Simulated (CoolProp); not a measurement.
Vapour pressure (MPa) of hexamethyldisiloxane (MM): the reference equation beside estimates from Tc = 518.7 K, pc = 1.931 MPa, ω = 0.418. Clausius-Clapeyron is anchored at 310.3 K with a constant enthalpy of vaporisation of 36.27 kJ/mol.

Computed with CoolProp (reference Helmholtz-energy equation of state, Thol 2016).

```json
[
 {"T (K)": "310.3", "reference": "0.01002", "Clausius-Clapeyron": "0.01002", "Soave-Redlich-Kwong": "0.009927"},
 {"T (K)": "325.4", "reference": "0.01926", "Clausius-Clapeyron": "0.01924", "Soave-Redlich-Kwong": "0.01910"},
 {"T (K)": "340.4", "reference": "0.03435", "Clausius-Clapeyron": "0.03474", "Soave-Redlich-Kwong": "0.03413"},
 {"T (K)": "355.5", "reference": "0.05788", "Clausius-Clapeyron": "0.05987", "Soave-Redlich-Kwong": "0.05772"},
 {"T (K)": "370.5", "reference": "0.09236", "Clausius-Clapeyron": "0.09839", "Soave-Redlich-Kwong": "0.09250"},
 {"T (K)": "385.6", "reference": "0.1415", "Clausius-Clapeyron": "0.1560", "Soave-Redlich-Kwong": "0.1423"},
 {"T (K)": "400.6", "reference": "0.2081", "Clausius-Clapeyron": "0.2383", "Soave-Redlich-Kwong": "0.2104"},
 {"T (K)": "415.6", "reference": "0.2965", "Clausius-Clapeyron": "0.3530", "Soave-Redlich-Kwong": "0.3011"},
 {"T (K)": "430.7", "reference": "0.4117", "Clausius-Clapeyron": "0.5101", "Soave-Redlich-Kwong": "0.4198"},
 {"T (K)": "445.7", "reference": "0.5569", "Clausius-Clapeyron": "0.7172", "Soave-Redlich-Kwong": "0.5698"},
 {"T (K)": "460.8", "reference": "0.7396", "Clausius-Clapeyron": "0.9884", "Soave-Redlich-Kwong": "0.7582"},
 {"T (K)": "475.8", "reference": "0.9637", "Clausius-Clapeyron": "1.332", "Soave-Redlich-Kwong": "0.9880"}
]
```

Absolute difference from the reference over all 12 rows, mean and median: Clausius-Clapeyron 15.0 and 12.4 %, Soave-Redlich-Kwong 1.3 and 1.0 %.
